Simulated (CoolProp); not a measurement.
R143a at 355.98 K and 2.1 MPa flows at 10 m/s in a round tube of 4.6 mm bore and 15 µm roughness, fully developed (64/Re and Nu = 3.66 if laminar; Colebrook and Gnielinski if turbulent). Each further row changes one setting.

Model: reference Helmholtz-energy equation of state, Lemmon and Jacobsen 2000, in CoolProp.

```tsv
case	Reynolds number	Darcy friction factor	pressure drop (Pa/m)	heat-transfer coefficient (W/(m² K))	mass flow (kg/h)
as stated	240000	0.0273	22500	3650	(withheld)
velocity 20 m/s	481000	0.0271	(withheld)	(withheld)	90.5
diameter 9.2 mm	481000	(withheld)	9310	(withheld)	181
```

**Question.** Fill in the missing entries.

**Answer.** 
- as stated, mass flow (kg/h): 45.3
- velocity 20 m/s, pressure drop (Pa/m): 89000
- velocity 20 m/s, heat-transfer coefficient (W/(m² K)): 7240
- diameter 9.2 mm, Darcy friction factor: 0.0226
- diameter 9.2 mm, heat-transfer coefficient (W/(m² K)): 3000

Viscosity comes from a separate model (Klein 1997), an estimate that may be off by 10 % or more. Thermal conductivity comes from a separate model (McLinden 2000), an estimate that may be off by 10 % or more.
